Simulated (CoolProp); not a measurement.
Properties of R227EA along the isotherm 437.4 K.

Values from CoolProp's reference Helmholtz-energy equation of state, Lemmon 2016.

| p (MPa) | phase | density (kg/m³) | viscosity (µPa s) |
|---|---|---|---|
| 0.0463 | gas | 2.171 | 16.8 |
| 0.0781 | gas | 3.671 | 16.9 |
| 0.132 | gas | 6.227 | 16.9 |
| 0.222 | gas | 10.54 | 16.9 |
| 0.375 | gas | ___ | 17.0 |
| 0.633 | gas | 30.93 | 17.1 |
| 1.07 | gas | 54.01 | 17.3 |
| 1.8 | gas | 96.32 | 17.8 |
| 3.04 | supercritical | 182.4 | 19.3 |
| 5.14 | supercritical | ___ | ___ |
| 8.67 | supercritical | ___ | 49.0 |
| 14.6 | supercritical | 968.4 | ___ |

Question: Some entries are withheld; supply them.

Answer: 
- 0.375, density (kg/m³): 17.99
- 5.14, density (kg/m³): 389.0
- 5.14, viscosity (µPa s): 25.7
- 8.67, density (kg/m³): 744.2
- 14.6, viscosity (µPa s): 80.1

Viscosity comes from a separate model (Huber 2003), an estimate that may be off by 10 % or more.
